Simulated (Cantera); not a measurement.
An adiabatic, constant-volume homogeneous reactor starts with 6.18 % CH₃OH, 19.7 % O₂, 74.1 % N₂, equivalence ratio 0.47, at 1150 K and 4.93 atm.

Cantera simulation using GRI-Mech 3.0 (53 species, 325 reactions); the numbers are that mechanism's predictions, not measurements. GRI-Mech 3.0 was tuned for natural gas; its chemistry of methanol as a main component is partial and can be far from experiment.

Problem. Predict: time of steepest temperature rise; temperature at 8.00 s; equilibrium temperature; x(O₂) at 8.00 s; x(NO) at 8.00 s; x(H₂O₂) at 8.00 s.

Solution. 
- time of steepest temperature rise: 6.89 ms
- temperature at 8.00 s: 2403 K
- equilibrium temperature: 2403 K
- x(O₂) at 8.00 s: 0.0940 (gas-phase equilibrium 0.0940)
- x(NO) at 8.00 s: 0.0123 (gas-phase equilibrium 0.0123)
- x(H₂O₂) at 8.00 s: 6.66e-7 (gas-phase equilibrium 6.66e-7)
